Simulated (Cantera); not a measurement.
Equilibrium for abatement and gas-phase synthesis: SO2 + O2

Input: 1 mol SO2, 0.26 mol O2, equilibrated at 0.180 Torr.

Cantera equilibrium calculation (NASA polynomials, part measured and part estimated; ideal gas, pure solids and liquids). Candidate condensed phases: S; 10 gas species. Gases not in the tables: S3 to S7. The numbers say what is thermodynamically allowed, not how fast it happens.

| T (°C) | x SO2 | x O | x SO3 | x SO | x O2 | x S | x S2 |
|---|---|---|---|---|---|---|---|
| 227 | 0.480 | <1e-12 | 0.520 | <1e-12 | 7.36e-8 | <1e-12 | <1e-12 |
| 427 | 0.532 | <1e-12 | 0.434 | <1e-12 | 0.0340 | <1e-12 | <1e-12 |
| 627 | 0.773 | 1.52e-10 | 0.0351 | 3.82e-12 | 0.192 | <1e-12 | <1e-12 |
| 827 | 0.792 | 7.29e-8 | 0.00346 | 5.91e-9 | 0.205 | <1e-12 | <1e-12 |
| 1027 | 0.793 | 5.18e-6 | 0.000681 | 9.54e-7 | 0.206 | <1e-12 | <1e-12 |
| 1227 | 0.793 | 0.000119 | 0.000209 | 3.96e-5 | 0.206 | 1.09e-9 | <1e-12 |
| 1427 | 0.792 | 0.00131 | 8.48e-5 | 0.000682 | 0.206 | 2.55e-7 | 1.57e-10 |
| 1627 | 0.781 | 0.00869 | 4.13e-5 | 0.00639 | 0.204 | 1.89e-5 | 3.37e-8 |
| 1827 | 0.725 | 0.0399 | 2.15e-5 | 0.0371 | 0.197 | 0.000593 | 2.39e-6 |
| 2027 | 0.543 | 0.137 | 9.73e-6 | 0.130 | 0.182 | 0.00860 | 5.74e-5 |
| 2227 | 0.235 | 0.344 | 2.47e-6 | 0.229 | 0.135 | 0.0564 | 0.000398 |
| 2427 | 0.0385 | 0.571 | 1.95e-7 | 0.165 | 0.0599 | 0.165 | 0.000715 |
x: gas mole fraction; nothing condenses.

From 227 °C to 2427 °C nothing is condensed.
